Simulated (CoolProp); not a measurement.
Vapour-liquid equilibrium of propylene (1) + benzene (2) at 330.1 K; x and y are mole fractions of (1).

Model: multi-fluid Helmholtz-energy mixture model, Lemmon 2013 and Thol 2012; pair parameters Bell 2016, in CoolProp.

```csv
x,bubble pressure (MPa),y at the bubble point,dew pressure at overall composition x (MPa),liquid density (mol/L)
0.05,0.2046,0.771,0.04933,10.82
0.15,0.4937,0.906,0.05517,10.97
0.25,0.7500,0.939,0.06256,11.11
0.35,…,0.955,0.07221,11.23
0.45,1.183,0.964,0.08537,11.32
0.55,…,0.971,0.1043,11.39
0.65,1.559,0.976,0.1341,11.40
0.75,…,0.982,0.1876,11.35
0.85,1.958,0.987,…,11.18
0.95,2.214,0.995,0.8975,10.81
```

Problem. Fill in the missing entries.

Solution. 
- 0.35, bubble pressure (MPa): 0.9779
- 0.55, bubble pressure (MPa): 1.374
- 0.75, bubble pressure (MPa): 1.748
- 0.85, dew pressure at overall composition x (MPa): 0.3118

No azeotrope shows between x = 0.05 and 0.95.

The pair parameters rest on a limited set of measurements; away from them the model extrapolates. The gap from Raoult's law changes sign with composition, which may be real or a fault of the pair parameters; it wasn't checked against measurements.
